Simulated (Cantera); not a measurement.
## Si + Br₂ + N₂ (silicon etching in halogen gases)

Input: 1 mol Si, a varied amount of Br₂, 0.16 mol N₂, equilibrated at 8.30 Pa.

Equilibrium computed with Cantera from the NASA thermochemical tables; the gas is ideal and each condensed phase is pure. Candidate condensed phases: Br₂, Si, Si₃N₄; 13 gas species. N₂ is the only nitrogen source here; it is nearly inert below about 1500 K, so the nitride shown seldom forms there in practice. Mutual solubility and eutectic melting of coexisting phases are not modelled. The tables' values for SiBr₃ are old estimates. Equilibrium is a limit: real reactors are often held back by kinetics, nucleation or transport.

Stable condensed phases:

```
T in K \ n(Br₂) in mol
         1.1 1.3 1.6   2 2.4   3 3.6 4.4 5.4 6.6 8.1 9.9
   1673    A   B   B   B   B   B   B   B   B   B   B   B
   1573    A   B   B   B   B   B   B   B   B   B   B   B
   1473    B   B   B   B   B   B   B   B   B   B   B   B
   1373    B   B   B   B   B   B   B   B   B   B   B   B
   1273    C   B   B   B   B   B   B   B   B   B   B   B
   1173    C   C   C   B   B   B   B   B   B   B   B   B
   1073    D   C   C   B   B   B   B   B   B   B   B   B
    973    D   D   C   B   B   B   B   B   B   B   B   B
    873    D   D   C   B   B   B   B   B   B   B   B   B
    773    D   D   C   B   B   B   B   B   B   B   B   B
    673    D   D   C   B   B   B   B   B   B   B   B   B
    573    D   D   C   B   B   B   B   B   B   B   B   B
    473    D   D   C   B   B   B   B   B   B   B   B   B
```

A: Si; B: gas only; C: Si₃N₄; D: Si + Si₃N₄.
